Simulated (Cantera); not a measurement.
Reactions in the system Al-I-N

Standard-state values (1 bar) from the NASA 1993 polynomials, evaluated with Cantera. Values are per mole of reaction as written; species without (g) are pure solids or liquids, kept so even where they would boil at 1 bar.

3 I₂ + 2 AlN = 2 AlI₃(g) + N₂(g)

```tsv
T (K)	ΔH° (kJ)	ΔS° (J/K)	ΔG° (kJ)	log10 K	condensed phases
300	249.3	549.9	84.3	-14.68	I₂(s), AlN(s)
448	190.0	396.7	12.3	-1.44	I₂(l), AlN(s)
473	186.8	389.8	2.5	-0.28	I₂(l), AlN(s)
498	183.6	383.1	-7.2	0.75	I₂(l), AlN(s)
523	180.4	376.8	-16.7	1.66	I₂(l), AlN(s)
548	177.1	370.7	-26.0	2.48	I₂(l), AlN(s)
573	173.8	364.8	-35.2	3.21	I₂(l), AlN(s)
598	170.5	359.1	-44.3	3.87	I₂(l), AlN(s)
```

2 AlI₃(g) + N₂(g) = 2 AlN + 3 I₂(g)

```json
[
 {"T (K)": "300", "ΔH° (kJ)": "-62.1", "ΔS° (J/K)": "-116.6", "ΔG° (kJ)": "-27.2", "log10 K": "4.73"},
 {"T (K)": "448", "ΔH° (kJ)": "-62.9", "ΔS° (J/K)": "-118.9", "ΔG° (kJ)": "-9.7", "log10 K": "1.13"},
 {"T (K)": "473", "ΔH° (kJ)": "-62.9", "ΔS° (J/K)": "-118.9", "ΔG° (kJ)": "-6.7", "log10 K": "0.74"},
 {"T (K)": "498", "ΔH° (kJ)": "-62.8", "ΔS° (J/K)": "-118.7", "ΔG° (kJ)": "-3.7", "log10 K": "0.39"},
 {"T (K)": "523", "ΔH° (kJ)": "-62.8", "ΔS° (J/K)": "-118.6", "ΔG° (kJ)": "-0.7", "log10 K": "0.07"},
 {"T (K)": "548", "ΔH° (kJ)": "-62.6", "ΔS° (J/K)": "-118.4", "ΔG° (kJ)": "2.2", "log10 K": "-0.21"},
 {"T (K)": "573", "ΔH° (kJ)": "-62.5", "ΔS° (J/K)": "-118.1", "ΔG° (kJ)": "5.2", "log10 K": "-0.47"},
 {"T (K)": "598", "ΔH° (kJ)": "-62.3", "ΔS° (J/K)": "-117.8", "ΔG° (kJ)": "8.1", "log10 K": "-0.71"}
]
```

2 Al + 3 I₂ = 2 AlI₃(g)

```json
[
 {"T (K)": "300", "ΔH° (kJ)": "-386.7", "ΔS° (J/K)": "341.9", "ΔG° (kJ)": "-489.3", "log10 K": "85.19", "condensed phases": "Al(s), I₂(s)"},
 {"T (K)": "448", "ΔH° (kJ)": "-447.5", "ΔS° (J/K)": "184.4", "ΔG° (kJ)": "-530.1", "log10 K": "61.80", "condensed phases": "Al(s), I₂(l)"},
 {"T (K)": "473", "ΔH° (kJ)": "-450.7", "ΔS° (J/K)": "177.3", "ΔG° (kJ)": "-534.6", "log10 K": "59.04", "condensed phases": "Al(s), I₂(l)"},
 {"T (K)": "498", "ΔH° (kJ)": "-454.0", "ΔS° (J/K)": "170.6", "ΔG° (kJ)": "-539.0", "log10 K": "56.53", "condensed phases": "Al(s), I₂(l)"},
 {"T (K)": "523", "ΔH° (kJ)": "-457.3", "ΔS° (J/K)": "164.1", "ΔG° (kJ)": "-543.1", "log10 K": "54.25", "condensed phases": "Al(s), I₂(l)"},
 {"T (K)": "548", "ΔH° (kJ)": "-460.6", "ΔS° (J/K)": "158.0", "ΔG° (kJ)": "-547.2", "log10 K": "52.15", "condensed phases": "Al(s), I₂(l)"},
 {"T (K)": "573", "ΔH° (kJ)": "-463.9", "ΔS° (J/K)": "152.2", "ΔG° (kJ)": "-551.0", "log10 K": "50.23", "condensed phases": "Al(s), I₂(l)"},
 {"T (K)": "598", "ΔH° (kJ)": "-467.1", "ΔS° (J/K)": "146.6", "ΔG° (kJ)": "-554.8", "log10 K": "48.46", "condensed phases": "Al(s), I₂(l)"}
]
```
